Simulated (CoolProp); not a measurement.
A closed Brayton cycle with carbon dioxide: compressor inlet 309.15 K and 9.6 MPa, high pressure 18.4 MPa, turbine inlet 780 K, compressor efficiency 0.89, turbine efficiency 0.85, recuperator effectiveness 0.8 (on enthalpy, no pinch check). Each further row changes one setting.

The numbers come from the reference Helmholtz-energy equation of state, Span 1996 in CoolProp.

```tsv
case	thermal efficiency (%)	net work (kJ/kg)	compressor to turbine work	compressor exit (K)	turbine exit (K)
as stated	[?]	64.1	0.18	326.2	707.5
turbine inlet 730 K	22.5	[?]	0.19	326.2	[?]
compressor inlet 319.15 K	22.9	57.2	[?]	[?]	707.5
high pressure 15.6 MPa	19.9	49.4	[?]	[?]	[?]
recuperator effectiveness 0.5	15.1	64.1	0.18	326.2	707.5
```

Question: Complete the blanks.

Answer: 
- as stated, thermal efficiency (%): 23.2
- turbine inlet 730 K, net work (kJ/kg): 58.4
- turbine inlet 730 K, turbine exit (K): 660.0
- compressor inlet 319.15 K, compressor to turbine work: 0.27
- compressor inlet 319.15 K, compressor exit (K): 356.2
- high pressure 15.6 MPa, compressor to turbine work: 0.16
- high pressure 15.6 MPa, compressor exit (K): 321.5
- high pressure 15.6 MPa, turbine exit (K): 725.6
